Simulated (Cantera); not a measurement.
A closed system holds: 1 mol Pb, 0.45 mol O2, 1.4 mol N2, at 1075 K.

These are equilibrium values from Cantera (NASA tables, ideal gas, pure condensed phases), not measurements of a reactor. Candidate condensed phases: Pb, PbO, PbO2, Pb3O4; 12 gas species. Mutual solubility and eutectic melting of coexisting phases are not modelled. Equilibrium is a limit: real reactors are often held back by kinetics, nucleation or transport.

Q: Which condensed phases are stable at each of these points (P (Pa)): 10, 42, 180, 750, 3200, 13000, 56000, 240000, 1000000?

A: 
| P (Pa) | condensed phases | Pb condensed (%) |
|---|---|---|
| 10 | PbO(yellow) | 85.2 |
| 42 | PbO(yellow) | 88.9 |
| 180 | Pb(l) + PbO(yellow) | 93.6 |
| 750 | Pb(l) + PbO(yellow) | 98.5 |
| 3200 | Pb(l) + PbO(yellow) | 99.7 |
| 13000 | Pb(l) + PbO(yellow) | 99.9 |
| 56000 | Pb(l) + PbO(yellow) | 100.0 |
| 240000 | Pb(l) + PbO(yellow) | 100.0 |
| 1000000 | Pb(l) + PbO(yellow) | 100.0 |

From 10.0 Pa to 42.0 Pa the condensed part is PbO(yellow). From 1.80 mbar to 10.0 bar the condensed part is Pb(l) + PbO(yellow).
